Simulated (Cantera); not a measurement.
# Mg(OH)₂ + H₂O + H₂ (calcination and drying)

A closed system holds: 1 mol Mg(OH)₂, 0.04 mol H₂O, 0.23 mol H₂, held at 37.0 Pa.

Equilibrium computed with Cantera from the NASA thermochemical tables; the gas is ideal and each condensed phase is pure. Candidate condensed phases: H₂O, Mg, MgO, Mg(OH)₂; 15 gas species. Kinetics and transport are ignored.

From 898 K to 1723 K the condensed part is MgO(s).

| T (K) | log p H₂O | log p H₂ | log p H | log p OH | log p Mg | n MgO(s) |
|---|---|---|---|---|---|---|
| 898 | -3.52 | -4.17 | -12.05 | -14.43 | <-15 | 1.00 |
| 973 | -3.52 | -4.17 | -11.05 | -13.15 | <-15 | 1.00 |
| 1048 | -3.52 | -4.17 | -10.20 | -12.05 | <-15 | 1.00 |
| 1123 | -3.52 | -4.17 | -9.46 | -11.09 | -15.36 | 1.00 |
| 1198 | -3.52 | -4.17 | -8.81 | -10.25 | -13.93 | 1.00 |
| 1273 | -3.52 | -4.17 | -8.23 | -9.52 | -12.67 | 1.00 |
| 1348 | -3.52 | -4.17 | -7.72 | -8.86 | -11.56 | 1.00 |
| 1423 | -3.52 | -4.17 | -7.26 | -8.27 | -10.57 | 1.00 |
| 1498 | -3.52 | -4.17 | -6.85 | -7.74 | -9.68 | 1.000 |
| 1573 | -3.52 | -4.18 | -6.48 | -7.26 | -8.87 | 1.000 |
| 1648 | -3.52 | -4.18 | -6.14 | -6.83 | -8.15 | 1.000 |
| 1723 | -3.52 | -4.18 | -5.83 | -6.43 | -7.48 | 1.000 |
log p: log10 of the partial pressure in bar; n: condensed amount in mol.
